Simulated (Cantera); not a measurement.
An isothermal, constant-pressure homogeneous reactor starts with CO : O2 : H2O : N2 = 0.026 : 0.05 : 0.0052 : 1 (molar parts), equivalence ratio 0.26, at 1200 K and 13300 Pa. Integrator tolerance rtol = 1e-08.

Detailed kinetics in Cantera: GRI-Mech 3.0 (53 species, 325 reactions).

### Question
What does this change do: temperature 1200 to 1375 K?

### Answer
```csv
quantity,before,after
x(CO) at 60.0 s,7.14e-9 (gas-phase equilibrium 6.29e-9),2.28e-7 (gas-phase equilibrium 2.28e-7)
x(O2) at 60.0 s,0.0346 (gas-phase equilibrium 0.0346),0.0346 (gas-phase equilibrium 0.0345)
x(H2O) at 60.0 s,0.00487 (gas-phase equilibrium 0.00487),0.00487 (gas-phase equilibrium 0.00487)
x(NO) at 60.0 s,2.16e-6 (gas-phase equilibrium 8.70e-5),7.02e-6 (gas-phase equilibrium 0.000279)
x(H) at 60.0 s,1.94e-11 (gas-phase equilibrium 1.65e-11),1.40e-9 (gas-phase equilibrium 1.40e-9)
```

### Question
What does this change do: CO 0.026 to 0.0034 parts?

### Answer
| quantity | before | after |
|---|---|---|
| x(CO) at 60.0 s | 7.14e-9 (gas-phase equilibrium 6.29e-9) | 7.93e-10 (gas-phase equilibrium 7.24e-10) |
| x(O2) at 60.0 s | 0.0346 (gas-phase equilibrium 0.0346) | 0.0457 (gas-phase equilibrium 0.0456) |
| x(H2O) at 60.0 s | 0.00487 (gas-phase equilibrium 0.00487) | 0.00492 (gas-phase equilibrium 0.00492) |
| x(NO) at 60.0 s | 2.16e-6 (gas-phase equilibrium 8.70e-5) | 5.77e-8 (gas-phase equilibrium 0.000100) |
| x(H) at 60.0 s | 1.94e-11 (gas-phase equilibrium 1.65e-11) | 1.74e-11 (gas-phase equilibrium 1.55e-11) |
